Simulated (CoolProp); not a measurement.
The fluid at 541.51 K and 0.543 MPa is throttled through a valve to 0.281 MPa with no heat exchange. The same conditions are run with several fluids, on thermodynamics alone (safety and materials aside).

Model: reference Helmholtz-energy equation of state of each fluid (ethanol: Schroeder 2014; dry air: Lemmon 2000; hexamethyldisiloxane (MM): Thol 2016; n-hexane: Thol 2019; carbonyl sulfide: Lemmon 2006), in CoolProp. Blends and air are pseudo-pure fits.

**Question.** Rank ethanol, dry air, hexamethyldisiloxane (MM), n-hexane, carbonyl sulfide by temperature change (K), highest first.

**Answer.** dry air (-0.1), carbonyl sulfide (-1.4), n-hexane (-1.7), ethanol (-2.1), hexamethyldisiloxane (MM) (-2.2)

```json
[
 {"fluid": "ethanol", "final density (kg/m³)": "2.92"},
 {"fluid": "dry air", "final density (kg/m³)": "1.81"},
 {"fluid": "hexamethyldisiloxane (MM)", "final density (kg/m³)": "10.7"},
 {"fluid": "n-hexane", "final density (kg/m³)": "5.54"},
 {"fluid": "carbonyl sulfide", "final density (kg/m³)": "3.78"}
]
```
